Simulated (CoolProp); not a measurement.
Vapour-liquid equilibrium of CHF3 (R23) (1) + propane (2) at 4.75 °C; x and y are mole fractions of (1).

Model: multi-fluid Helmholtz-energy mixture model, Penoncello 2003 and Lemmon 2009; pair parameters Bell 2016, in CoolProp.

| x | bubble pressure, mixture model (MPa) | bubble pressure, Raoult's law (MPa) | y, mixture model | y, Raoult's law |
|---|---|---|---|---|
| 0.05 | 0.9116 | 0.6613 | 0.380 | 0.214 |
| 0.15 | 1.478 | 0.8898 | 0.609 | 0.477 |
| 0.25 | 1.861 | 1.118 | 0.688 | 0.633 |
| 0.35 | 2.115 | 1.347 | 0.729 | 0.736 |
| 0.45 | 2.289 | 1.575 | 0.755 | 0.809 |
| 0.55 | 2.425 | 1.804 | 0.778 | 0.864 |
| 0.65 | 2.549 | 2.032 | 0.803 | 0.906 |
| 0.75 | 2.668 | 2.261 | 0.836 | 0.939 |
| 0.85 | 2.773 | 2.489 | 0.883 | 0.967 |
| 0.95 | 2.834 | 2.717 | 0.952 | 0.990 |

The largest gap from Raoult's law is +66.5 % in bubble pressure, at x = 0.25. No azeotrope shows between x = 0.05 and 0.95.

Pair parameters are fitted to limited data, so mixtures are less certain than the pure fluids. With so large a gap from Raoult's law the liquid may split in two, which this calculation doesn't test in full.
